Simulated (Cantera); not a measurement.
**Reactions in the system C-H-Ti**

Standard-state values (1 bar) from the NASA 1993 polynomials, evaluated with Cantera. Values are per mole of reaction as written; species without (g) are pure solids or liquids, kept so even where they would boil at 1 bar. TiC: taken at fixed stoichiometry.

2 C6H6(g) + 6 Ti = 3 C2H4(g) + 6 TiC

```tsv
T (K)	ΔH° (kJ)	ΔS° (J/K)	ΔG° (kJ)	log10 K	condensed phases
1098	-1116.4	83.8	-1208.5	57.49	Ti(α), TiC(s)
1298	-1144.8	59.3	-1221.7	49.16	Ti(β), TiC(s)
1498	-1147.9	57.0	-1233.3	43.01	Ti(β), TiC(s)
1698	-1153.6	53.5	-1244.4	38.28	Ti(β), TiC(s)
1898	-1161.7	49.0	-1254.7	34.53	Ti(β), TiC(s)
2098	-1264.5	-3.7	-1256.8	31.29	Ti(l), TiC(s)
```
